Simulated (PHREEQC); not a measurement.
A solution holds 16 mmol/kgw KOH and 55 mmol/kgw KNO3, at 20 °C. Closed to the air; pH follows from the charge balance.

The numbers come from PHREEQC with the ion-association model, wateq4f.dat.

| quantity | before | after |
|---|---|---|
| pH | 12.27 | 11.14 |
| ionic strength (mol/kgw) | 0.0710 | 0.102 |

### Question
Name the change that produced these shifts.
(A) diluted 5-fold with water
(B) KNO3 from 0.055 to 0.55 mol/kgw
(C) KOH replaced by K2SO4 at the same molality
(D) KOH replaced by K2CO3 at the same molality
(E) KNO3 from 0.055 to 0.11 mol/kgw

### Answer
D, KOH replaced by K2CO3 at the same molality

Precipitation was switched off in this run.
